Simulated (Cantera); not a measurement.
Cantera run:

```python
import numpy as np
import cantera as ct

gas_names = """
    H H2 N NH NH2 NH3 N2 N2H2 N2H4 Zr ZrN
""".split()
cond_names = """
    Zr(a) Zr(b) Zr(L) ZrN(s) ZrN(L)
""".split()


def load(file, names, dense=False):
    # The tables refer to 1 bar. Condensed volumes are neglected.
    table = {s.name: s for s in ct.Species.list_from_file(file)}
    out = []
    for n in names:
        d = dict(table[n].input_data)
        d["thermo"] = dict(d["thermo"], **{"reference-pressure": 1e5})
        if dense:
            d["equation-of-state"] = {"model": "constant-volume", "density": "1e6 g/cm^3"}
        out.append(ct.Species.from_dict(d))
    return out


gas = ct.Solution(thermo="ideal-gas", species=load("nasa_gas.yaml", gas_names))
cond = {s.name: ct.Solution(thermo="fixed-stoichiometry", species=[s], name=s.name)
        for s in load("nasa_condensed.yaml", cond_names, dense=True)}
atoms = {
    'ZrN': {'Zr': 1, 'N': 1},
    'H2': {'H': 2},
}
top_T = {}  # K; cautious upper limits of use, not melting points


def equilibrate(T, P, feed):
    n = {}
    for name, mol in feed.items():
        for a, k in atoms[name].items():
            n[a] = n.get(a, 0.0) + k * mol
    gas.TPX = T, P, n
    mass = sum(n.values()) * gas.mean_molecular_weight
    gas.equilibrate("TP")
    valid = [c for c in cond.values() if c.min_temp <= T <= top_T.get(c.name, c.max_temp)]
    mix = ct.Mixture([(gas, mass / gas.mean_molecular_weight)] + [(c, 0.0) for c in valid])
    mix.T, mix.P = T, P
    mix.equilibrate("TP", solver="vcs", rtol=1e-11, max_steps=5000)
    return mix


results = []
feed = {'ZrN': 1, 'H2': 0.011}  # mol
T = 2423.15  # K
P = 5.6  # Pa
mix = equilibrate(T, P, feed)
results.append((T, P, feed, dict(zip(mix.species_names, mix.species_moles))))
x = sorted(zip(gas.X, gas.species_names), reverse=True)
print(f"T = {T:g} K  P = {P:g} Pa  gas = {mix.phase_moles(0):.4g} mol")
print("   x: " + "  ".join(f"{s} {v:.3e}" for v, s in x if v > 0.0001))
print("   condensed (mol): " + ("  ".join(f"{mix.phase(i).name} {mix.phase_moles(i):.4g}"
      for i in range(1, mix.n_phases) if mix.phase_moles(i) > 1e-12) or "none"))
```

It prints:

```
T = 2423.15 K  P = 5.6 Pa  gas = 0.02015 mol
   x: H 8.406e-01  H2 1.257e-01  Zr 2.065e-02  N2 1.309e-02
   condensed (mol): Zr(L) 0.0001114  ZrN(s) 0.9995
```

Equilibrium computed with Cantera from the NASA thermochemical tables; the gas is ideal and each condensed phase is pure. Mutual solubility and eutectic melting of coexisting phases are not modelled. ZrN: taken at fixed stoichiometry. Condensed phases not in the tables: N, O or C dissolved in the metal.
